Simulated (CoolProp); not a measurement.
Ethanol along the isobar 65.6 bar: density (kg/m³) from the reference equation and from simpler models built on Tc = 514.7 K, pc = 62.68 bar, ω = 0.644; each cubic takes its own stable root.

The numbers come from the reference Helmholtz-energy equation of state, Schroeder 2014 in CoolProp.

```
T (K)   phase  reference
-----  ------  ---------
269.2  liquid      814.6
289.2  liquid      798.2
309.2  liquid      781.6
329.1  liquid      764.6
349.1  liquid      746.6
369.1  liquid      727.3
389    liquid      706.1
409    liquid      682.2
429    liquid      654.7
448.9  liquid      623.0
468.9  liquid      585.6
488.9  liquid      538.2
```

### Question
How far does each simpler model (Redlich-Kwong, Soave-Redlich-Kwong, Peng-Robinson) lie from the reference over these 12 states: mean and median of the absolute difference, and the worst?

### Answer
- Redlich-Kwong: mean 23.9 %, median 23.3 %, worst -30.2 % at 488.9 K and 65.6 bar
- Soave-Redlich-Kwong: mean 17.4 %, median 16.2 %, worst -24.3 % at 488.9 K and 65.6 bar
- Peng-Robinson: mean 7.0 %, median 5.5 %, worst -14.8 % at 488.9 K and 65.6 bar
